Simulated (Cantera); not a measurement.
CH3Cl + F2 (fluorocarbon and chlorocarbon gases)

Charge: 1 mol CH3Cl, 0.013 mol F2, equilibrated at 75.0 Torr.

Equilibrium computed with Cantera from the NASA thermochemical tables; the gas is ideal and each condensed phase is pure. Candidate condensed phases: C, C6H6, C7H8, C8H18; 118 gas species. Equilibrium is a limit: real reactors are often held back by kinetics, nucleation or transport.

From 1900 K to 2600 K the condensed part is C(graphite). The main C-bearing gas is C2H2 (acetylene) throughout. The share of C in condensed phases is highest at 1900 K (99.9 %) and lowest at 2600 K (96.8 %).

```json
[
 {"T (K)": "1900", "x HCl": "0.495", "x H2": "0.489", "x H": "0.00176", "x Cl": "0.00134", "x HF": "0.0129", "x C2H2 (acetylene)": "0.000187", "x C2H": "8.76e-9", "x C2HCl": "6.00e-7", "n C(graphite)": "0.999"},
 {"T (K)": "2000", "x HCl": "0.493", "x H2": "0.488", "x H": "0.00359", "x Cl": "0.00270", "x HF": "0.0129", "x C2H2 (acetylene)": "0.000375", "x C2H": "5.17e-8", "x C2HCl": "1.57e-6", "n C(graphite)": "0.998"},
 {"T (K)": "2100", "x HCl": "0.489", "x H2": "0.486", "x H": "0.00687", "x Cl": "0.00508", "x HF": "0.0128", "x C2H2 (acetylene)": "0.000702", "x C2H": "2.57e-7", "x C2HCl": "3.73e-6", "n C(graphite)": "0.997"},
 {"T (K)": "2200", "x HCl": "0.482", "x H2": "0.482", "x H": "0.0124", "x Cl": "0.00900", "x HF": "0.0128", "x C2H2 (acetylene)": "0.00124", "x C2H": "1.10e-6", "x C2HCl": "8.15e-6", "n C(graphite)": "0.995"},
 {"T (K)": "2300", "x HCl": "0.473", "x H2": "0.476", "x H": "0.0211", "x Cl": "0.0151", "x HF": "0.0127", "x C2H2 (acetylene)": "0.00206", "x C2H": "4.12e-6", "x C2HCl": "1.65e-5", "n C(graphite)": "0.991"},
 {"T (K)": "2400", "x HCl": "0.458", "x H2": "0.468", "x H": "0.0344", "x Cl": "0.0240", "x HF": "0.0125", "x C2H2 (acetylene)": "0.00326", "x C2H": "1.38e-5", "x C2HCl": "3.09e-5", "n C(graphite)": "0.986"},
 {"T (K)": "2500", "x HCl": "0.438", "x H2": "0.455", "x H": "0.0536", "x Cl": "0.0365", "x HF": "0.0123", "x C2H2 (acetylene)": "0.00492", "x C2H": "4.16e-5", "x C2HCl": "5.43e-5", "n C(graphite)": "0.979"},
 {"T (K)": "2600", "x HCl": "0.411", "x H2": "0.437", "x H": "0.0802", "x Cl": "0.0529", "x HF": "0.0120", "x C2H2 (acetylene)": "0.00708", "x C2H": "0.000114", "x C2HCl": "8.92e-5", "n C(graphite)": "0.968"}
]
```
x: gas mole fraction; n: condensed amount in mol.
